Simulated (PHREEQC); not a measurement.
A solution holds 2 mol/kgw KOH, at 25 °C. It is in equilibrium with CO2 at log p = -3.4 (atm). Otherwise closed; pH follows from the charge balance.

Computed with PHREEQC (ion-association model, phreeqc.dat).

This is a speciation only: nothing precipitates in the calculation.

### Question
Estimate the pH, activity of water.

### Answer
pH 10.33; activity of water 0.947.

### Question
In which forms is C present?

### Answer
CO3-2 82 %, HCO3- 18 % of the C.

Caution: at this ionic strength the ion-association model is outside its range; a Pitzer model would be the better tool where its parameters exist.
